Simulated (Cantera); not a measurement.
What does this Cantera script print?

```python
import numpy as np
import cantera as ct

gas_names = """
    CL CL2 H HCL H2 Si SiCL SiCL2 SiCL3 SiCL4 SiH SiHCL3 SiH2 SiH2CL2 SiH3 SiH3CL SiH4 Si2 Si3
""".split()
cond_names = """
    Si(cr) Si(L)
""".split()


def load(file, names, dense=False):
    # The tables refer to 1 bar. Condensed volumes are neglected.
    table = {s.name: s for s in ct.Species.list_from_file(file)}
    out = []
    for n in names:
        d = dict(table[n].input_data)
        d["thermo"] = dict(d["thermo"], **{"reference-pressure": 1e5})
        if dense:
            d["equation-of-state"] = {"model": "constant-volume", "density": "1e6 g/cm^3"}
        out.append(ct.Species.from_dict(d))
    return out


gas = ct.Solution(thermo="ideal-gas", species=load("nasa_gas.yaml", gas_names))
cond = {s.name: ct.Solution(thermo="fixed-stoichiometry", species=[s], name=s.name)
        for s in load("nasa_condensed.yaml", cond_names, dense=True)}
atoms = {
    'SiCl4': {'Si': 1, 'CL': 4},
    'HCl': {'H': 1, 'CL': 1},
    'H2': {'H': 2},
    'Cl2': {'CL': 2},
}
top_T = {}  # K; cautious upper limits of use, not melting points


def equilibrate(T, P, feed):
    n = {}
    for name, mol in feed.items():
        for a, k in atoms[name].items():
            n[a] = n.get(a, 0.0) + k * mol
    gas.TPX = T, P, n
    mass = sum(n.values()) * gas.mean_molecular_weight
    gas.equilibrate("TP")
    valid = [c for c in cond.values() if c.min_temp <= T <= top_T.get(c.name, c.max_temp)]
    mix = ct.Mixture([(gas, mass / gas.mean_molecular_weight)] + [(c, 0.0) for c in valid])
    mix.T, mix.P = T, P
    mix.equilibrate("TP", solver="vcs", rtol=1e-11, max_steps=5000)
    return mix


results = []
feed = {'SiCl4': 1, 'HCl': 0.98, 'H2': 11, 'Cl2': 1.9}  # mol
P = 13332.2  # Pa
for T in [573, 773, 973, 1173, 1373, 1573, 1773]:
    mix = equilibrate(T, P, feed)
    results.append((T, P, feed, dict(zip(mix.species_names, mix.species_moles))))

top = {s: max(r[3][s] / sum(r[3][g] for g in gas_names) for r in results) for s in gas_names}
cols = sorted((s for s in top if top[s] > 1e-06), key=lambda s: -top[s])[:9]
seen = [c for c in cond_names if any(r[3].get(c, 0) > 1e-12 for r in results)]
print("log10 of partial pressures in bar; condensed amounts in mol")
print(f"{'T/K':>10s}" + "".join(f"{s[:9]:>10s}" for s in cols + seen))
for T, P, feed, n in results:
    ng = sum(n[g] for g in gas_names)
    print(f"{T:10.4g}" + "".join(f"{np.log10(max(n[s] / ng * P / 1e5, 1e-99)):10.3f}" for s in cols)
          + "".join(f"{n.get(c, 0):10.4g}" for c in seen))
```

It prints:

```
log10 of partial pressures in bar; condensed amounts in mol
       T/K        H2       HCL     SiCL4     SiCL2     SiCL3    SiHCL3         H        CL   SiH2CL2
       573    -1.089    -1.368    -2.048   -18.623   -12.013    -6.619   -17.781   -17.948   -12.528
       773    -1.089    -1.368    -2.048   -11.451    -7.830    -4.970   -12.586   -12.842    -9.006
       973    -1.089    -1.367    -2.053    -7.279    -5.395    -4.025    -9.511    -9.815    -6.978
      1173    -1.091    -1.363    -2.075    -4.589    -3.829    -3.436    -7.474    -7.804    -5.690
      1373    -1.108    -1.332    -2.238    -2.918    -2.911    -3.213    -6.032    -6.338    -5.017
      1573    -1.146    -1.273    -2.857    -2.280    -2.779    -3.607    -4.964    -5.191    -5.140
      1773    -1.162    -1.253    -3.740    -2.136    -3.053    -4.278    -4.127    -4.333    -5.562
```

Equilibrium computed with Cantera from the NASA thermochemical tables; the gas is ideal and each condensed phase is pure. The tables' values for SiCl3, SiCl are old estimates; treat these amounts as uncertain.
